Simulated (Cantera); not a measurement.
A Cantera script and what it prints.

```python
import numpy as np
import cantera as ct

gas_names = """
    CL CL2 H HCL H2 Si SiCL SiCL2 SiCL3 SiCL4 SiH SiHCL3 SiH2 SiH2CL2 SiH3 SiH3CL SiH4 Si2 Si3
""".split()
cond_names = """
    Si(cr) Si(L)
""".split()


def load(file, names, dense=False):
    # The tables refer to 1 bar. Condensed volumes are neglected.
    table = {s.name: s for s in ct.Species.list_from_file(file)}
    out = []
    for n in names:
        d = dict(table[n].input_data)
        d["thermo"] = dict(d["thermo"], **{"reference-pressure": 1e5})
        if dense:
            d["equation-of-state"] = {"model": "constant-volume", "density": "1e6 g/cm^3"}
        out.append(ct.Species.from_dict(d))
    return out


gas = ct.Solution(thermo="ideal-gas", species=load("nasa_gas.yaml", gas_names))
cond = {s.name: ct.Solution(thermo="fixed-stoichiometry", species=[s], name=s.name)
        for s in load("nasa_condensed.yaml", cond_names, dense=True)}
atoms = {
    'Si2H6': {'Si': 2, 'H': 6},
    'HCl': {'H': 1, 'CL': 1},
    'H2': {'H': 2},
}
top_T = {}  # K; cautious upper limits of use, not melting points


def equilibrate(T, P, feed):
    n = {}
    for name, mol in feed.items():
        for a, k in atoms[name].items():
            n[a] = n.get(a, 0.0) + k * mol
    gas.TPX = T, P, n
    mass = sum(n.values()) * gas.mean_molecular_weight
    gas.equilibrate("TP")
    valid = [c for c in cond.values() if c.min_temp <= T <= top_T.get(c.name, c.max_temp)]
    mix = ct.Mixture([(gas, mass / gas.mean_molecular_weight)] + [(c, 0.0) for c in valid])
    mix.T, mix.P = T, P
    mix.equilibrate("TP", solver="vcs", rtol=1e-11, max_steps=5000)
    return mix


results = []
feed = {'Si2H6': 1, 'HCl': 0.034, 'H2': 20}  # mol
T = 1600  # K
P = 1600  # Pa
mix = equilibrate(T, P, feed)
results.append((T, P, feed, dict(zip(mix.species_names, mix.species_moles))))
x = sorted(zip(gas.X, gas.species_names), reverse=True)
print(f"T = {T:g} K  P = {P:g} Pa  gas = {mix.phase_moles(0):.4g} mol")
print("   x: " + "  ".join(f"{s} {v:.3e}" for v, s in x if v > 0.001))
print("   condensed (mol): " + ("  ".join(f"{mix.phase(i).name} {mix.phase_moles(i):.4g}"
      for i in range(1, mix.n_phases) if mix.phase_moles(i) > 1e-12) or "none"))
```

Output:

```
T = 1600 K  P = 1600 Pa  gas = 23.04 mol
   x: H2 9.981e-01  HCL 1.460e-03
   condensed (mol): Si(cr) 2
```

Cantera equilibrium calculation (NASA polynomials, part measured and part estimated; ideal gas, pure solids and liquids). The feed counts by its element totals alone.
